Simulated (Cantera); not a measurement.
What does this Cantera script print?

```python
import numpy as np
import cantera as ct

gas_names = [...]  # 91 gases of nasa_gas.yaml made of C, Cl, H
cond_names = """
    C(gr) C6H6(L) C7H8(L) C8H18(L),n-octa
""".split()


# ... load() reads the species with a 1 bar reference pressure and builds the phases ...
atoms = {
    'CH3Cl': {'C': 1, 'H': 3, 'CL': 1},
    'CH4': {'C': 1, 'H': 4},
}
top_T = {'C(gr)': 4500}  # K; cautious upper limits of use, not melting points


# ... equilibrate(T, P, feed) seeds the gas with the atoms and calls Mixture.equilibrate('TP', solver="vcs", rtol=1e-11, max_steps=5000) ...
results = []
feed = {'CH3Cl': 1, 'CH4': 0.12}  # mol
P = 460  # Pa
for T in [998, 1198, 1398, 1598, 1798, 1998, 2198, 2398, 2598, 2798, 2998, 3198]:
    mix = equilibrate(T, P, feed)
    results.append((T, P, feed, dict(zip(mix.species_names, mix.species_moles))))

top = {s: max(r[3][s] / sum(r[3][g] for g in gas_names) for r in results) for s in gas_names}
cols = sorted((s for s in top if top[s] > 1e-05), key=lambda s: -top[s])[:8]
seen = [c for c in cond_names if any(r[3].get(c, 0) > 1e-12 for r in results)]
print("log10 of partial pressures in bar; condensed amounts in mol")
print(f"{'T/K':>10s}" + "".join(f"{s[:9]:>10s}" for s in cols + seen))
for T, P, feed, n in results:
    ng = sum(n[g] for g in gas_names)
    print(f"{T:10.4g}" + "".join(f"{np.log10(max(n[s] / ng * P / 1e5, 1e-99)):10.3f}" for s in cols)
          + "".join(f"{n.get(c, 0):10.4g}" for c in seen))
```

Result:

```
log10 of partial pressures in bar; condensed amounts in mol
       T/K         H        H2       HCL        CL        C3         C        C2       C2H     C(gr)
       998    -9.964    -2.594    -2.687   -10.088   -32.348   -29.360   -33.408   -23.711      1.12
      1198    -8.018    -2.594    -2.687    -8.173   -25.042   -23.075   -26.127   -18.772      1.12
      1398    -6.622    -2.594    -2.688    -6.800   -19.847   -18.590   -20.940   -15.253      1.12
      1598    -5.571    -2.594    -2.688    -5.766   -15.969   -15.230   -17.060   -12.619      1.12
      1798    -4.751    -2.596    -2.691    -4.962   -12.968   -12.620   -14.052   -10.576      1.12
      1998    -4.096    -2.603    -2.704    -4.325   -10.579   -10.535   -11.652    -8.947     1.118
      2198    -3.567    -2.626    -2.743    -3.822    -8.635    -8.832    -9.694    -7.626     1.114
      2398    -3.146    -2.687    -2.838    -3.444    -7.023    -7.414    -8.067    -6.549     1.104
      2598    -2.830    -2.820    -3.029    -3.192    -5.667    -6.216    -6.695    -5.680     1.081
      2798    -2.627    -3.073    -3.349    -3.063    -4.511    -5.191    -5.522    -5.007    0.9793
      2998    -2.554    -3.499    -3.825    -3.047    -3.515    -4.303    -4.508    -4.529   0.01159
      3198    -2.517    -3.927    -4.279    -3.041    -3.591    -3.842    -4.253    -4.768         0
```

Cantera equilibrium calculation (NASA polynomials, part measured and part estimated; ideal gas, pure solids and liquids). The tables' values for CCl are old estimates; treat these amounts as uncertain.
